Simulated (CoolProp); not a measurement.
Properties of sulfur hexafluoride along the isotherm 593.6 K (Tc = 318.7 K, pc = 3755 kPa, ω = 0.210).

Values from CoolProp's reference Helmholtz-energy equation of state, Guder 2009.

```
p (kPa)          phase  density (kg/m³)  cv (kJ/(kg K))  isothermal compressibility (1/MPa)  conductivity (mW/(m K))  fugacity coefficient
-------  -------------  ---------------  --------------  ----------------------------------  -----------------------  --------------------
722                gas            21.46          0.8732                               1.391                     34.6                0.9955
1440               gas            42.98          0.8742                              0.6998                     35.6                0.9912
2170               gas            65.00          0.8752                              0.4657                     36.4                0.9871
2890               gas            86.86          0.8761                              0.3503                     37.3                0.9832
3610               gas            108.8          0.8770                              0.2808                     38.0                0.9796
4330     supercritical            130.8          0.8779                              0.2342                     38.7                0.9761
5050     supercritical            152.9          0.8788                              0.2007                     39.4                0.9729
5780     supercritical            175.3          0.8796                              0.1751                     40.1                0.9698
6500     supercritical            197.4          0.8803                              0.1553                     40.7                0.9669
7220     supercritical            219.5          0.8811                              0.1393                     41.4                0.9643
7940     supercritical            241.4          0.8818                              0.1262                     42.0                0.9618
8670     supercritical            263.6          0.8825                              0.1150                     42.6                0.9596
9390     supercritical            285.4          0.8831                              0.1055                     43.2                0.9575
```

Thermal conductivity comes from a separate model (Assael 2012).
